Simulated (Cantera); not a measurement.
A Cantera script and what it prints.

```python
import numpy as np
import cantera as ct

gas_names = """
    H H2 Hg N NH NH2 NH3 N2 N2H2 N2H4
""".split()
cond_names = """
    Hg(cr) Hg(L)
""".split()


# ... load() reads the species with a 1 bar reference pressure and builds the phases ...
atoms = {
    'Hg': {'Hg': 1},
    'N2': {'N': 2},
    'H2': {'H': 2},
}
top_T = {}  # K; cautious upper limits of use, not melting points


# ... equilibrate(T, P, feed) seeds the gas with the atoms and calls Mixture.equilibrate('TP', solver="vcs", rtol=1e-11, max_steps=5000) ...
results = []
feed = {'Hg': 1, 'N2': 1.4, 'H2': 5.3}  # mol
T = 1573.15  # K
P = 101325  # Pa
mix = equilibrate(T, P, feed)
results.append((T, P, feed, dict(zip(mix.species_names, mix.species_moles))))
x = sorted(zip(gas.X, gas.species_names), reverse=True)
print(f"T = {T:g} K  P = {P:g} Pa  gas = {mix.phase_moles(0):.4g} mol")
print("   x: " + "  ".join(f"{s} {v:.3e}" for v, s in x if v > 0.001))
print("   condensed (mol): " + ("  ".join(f"{mix.phase(i).name} {mix.phase_moles(i):.4g}"
      for i in range(1, mix.n_phases) if mix.phase_moles(i) > 1e-12) or "none"))
```

Output:

```
T = 1573.15 K  P = 101325 Pa  gas = 7.7 mol
   x: H2 6.883e-01  N2 1.818e-01  Hg 1.299e-01
   condensed (mol): none
```

Cantera equilibrium calculation (NASA polynomials, part measured and part estimated; ideal gas, pure solids and liquids).
